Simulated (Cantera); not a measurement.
An adiabatic, constant-pressure homogeneous reactor starts with 16.8 % H2, 17.4 % O2, 65.8 % N2, equivalence ratio 0.48, at 1275 K and 9.50 bar.

Computed with Cantera and the H2/O2 subset of GRI-Mech 3.0, which has no nitrogen chemistry. The hydrogen kinetics of GRI-Mech 3.0 are dated; newer H2 mechanisms differ, most at raised pressure.

Predict: time of steepest temperature rise; temperature at 0.200 s; equilibrium temperature; x(H2) at 0.200 s; x(O2) at 0.200 s; x(O) at 0.200 s; x(H) at 0.200 s; x(H2O) at 0.200 s; x(HO2) at 0.200 s; x(H2O2) at 0.200 s.


```
Quantity                                                              Result
---------------------------------  -----------------------------------------
time of steepest temperature rise                                    7.23 µs
temperature at 0.200 s                                                2420 K
equilibrium temperature                                               2420 K
x(H2) at 0.200 s                   0.000748 (gas-phase equilibrium 0.000748)
x(O2) at 0.200 s                       0.0968 (gas-phase equilibrium 0.0968)
x(O) at 0.200 s                    0.000982 (gas-phase equilibrium 0.000982)
x(H) at 0.200 s                    0.000157 (gas-phase equilibrium 0.000157)
x(H2O) at 0.200 s                        0.178 (gas-phase equilibrium 0.178)
x(HO2) at 0.200 s                    1.51e-5 (gas-phase equilibrium 1.51e-5)
x(H2O2) at 0.200 s                   1.01e-6 (gas-phase equilibrium 1.01e-6)
```
